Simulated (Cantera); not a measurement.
A closed system holds: 1 mol (CH₃)₂SiCl₂, 0.98 mol HCl, 690 mol H₂, held at 1950 °C and 1.70 mbar.

Cantera equilibrium calculation (NASA polynomials, part measured and part estimated; ideal gas, pure solids and liquids). The feed counts by its element totals alone. Kinetics and transport are ignored.

```csv
species,before,after
H₂,0.850,0.852
H,0.143,0.143
C₂H₂ (acetylene),0.00125,0.00247
HCl,0.00354,0.00116
Si,0.00124,0.00118
Cl,0.000433,0.000142
C₂H,7.80e-6,1.54e-5
SiC₂,6.60e-5,0.000124
SiH,1.99e-5,1.90e-5
"C(graphite), mol",0,0.0549
```
Gas species are given as mole fractions.

Task: Name the change that produced these shifts.
A. (CH₃)₂SiCl₂ replaced by CH₃SiCl₃
B. temperature from 1950 °C to 1552 °C
C. (CH₃)₂SiCl₂ replaced by Si(CH₃)₄
D. H₂ from 690 to 26 mol

Result: C, (CH₃)₂SiCl₂ replaced by Si(CH₃)₄
